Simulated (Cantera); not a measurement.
Charge: 1 mol Al, 2 mol NH3, 440 mol N2, 18 mol N2O, at 1925 K and 705 Torr.

Cantera equilibrium calculation (NASA polynomials, part measured and part estimated; ideal gas, pure solids and liquids). Candidate condensed phases: Al, AlN, Al2O3, H2O; 35 gas species. Kinetics and transport are ignored.

Base state: N2 0.978, O2 0.0135, H2O 0.00630, NO 0.00174, OH 0.000179, O 4.40e-5 (mole fractions); condensed: Al2O3(s).

Task: What changes in the equilibrium state with this change: Al replaced by AlCl3?

Result: 
```csv
species,before,after
N2,0.978,0.973
O2,0.0135,0.0146
HCl,0,0.00480
H2O,0.00630,0.00389
Cl,0,0.00154
OH,0.000179,0.000144
O,4.40e-5,4.58e-5
NO,0.00174,0.00181
"Al2O3(s), mol",0.500,0.500
```
Further candidate phases: AlCl3, NH4Cl.
